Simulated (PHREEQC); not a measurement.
Consider water at 20 °C with 4.1 mmol/kgw CuSO4, 0.23 mmol/kgw H2SO4 and 19 mmol/kgw NaCl. It is in equilibrium with CO2 at log p = -3.4 (atm). Otherwise closed; pH follows from the charge balance.

Computed with PHREEQC (ion-association model, phreeqc.dat).

```json
{
 "pH": "3.46",
 "ionic_strength": "0.0329 mol/kgw",
 "specific_conductance": "2660 µS/cm",
 "total_alkalinity": "-0.460 meq/kg"
}
```

| species | molality | activity | log γ |
|---|---|---|---|
| Cl- | 0.0189 | 0.0159 | -0.075 |
| Na+ | 0.0188 | 0.0160 | -0.071 |
| SO4-2 | 0.00346 | 0.00180 | -0.284 |
| Cu+2 | 0.00339 | 0.00182 | -0.271 |
| CuSO4 | 0.000640 | 0.000644 | 0.003 |
| H+ | 0.000396 | 0.000345 | -0.060 |
| NaSO4- | 0.000164 | 0.000140 | -0.069 |

Precipitation was switched off in this run. Complexes and solids missing from the database can't appear.
